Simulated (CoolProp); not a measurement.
The numbers come from the reference Helmholtz-energy equation of state, Platzer 1990 in CoolProp. This equation is an older, rougher fit.

Problem. For c-C4F8 (RC318), give the phase and the speed of sound (m/s), expansivity (1/kK), viscosity (µPa s) at 162.25 °C and 0.347 MPa; 162.25 °C and 0.521 MPa.

Solution. 
- 162.25 °C and 0.347 MPa: gas; speed of sound 134, expansivity 2.54, viscosity 16.9
- 162.25 °C and 0.521 MPa: gas; speed of sound 132, expansivity 2.68, viscosity 17.0

Viscosity comes from a separate model (Huber 2003), an estimate that may be off by 10 % or more.
